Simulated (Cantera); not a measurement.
Input: 1 mol BN, 1.8 mol H2, 13 mol N2, equilibrated at 1002 °C and 0.133 bar.

Cantera equilibrium calculation (NASA polynomials, part measured and part estimated; ideal gas, pure solids and liquids). Candidate condensed phases: B, BN; 15 gas species. Kinetics and transport are ignored.

Base state: N2 0.878, H2 0.122 (mole fractions); condensed: BN(s).

Question: What changes in the equilibrium state with this change: BN replaced by AlN?

Answer: 
```json
[
 {"species": "N2", "before": "0.878", "after": "0.878"},
 {"species": "H2", "before": "0.122", "after": "0.122"},
 {"species": "BN(s), mol", "before": "1.00", "after": "0"},
 {"species": "AlN(s), mol", "before": "0", "after": "1.00"}
]
```
Further candidate phases: Al, AlN.
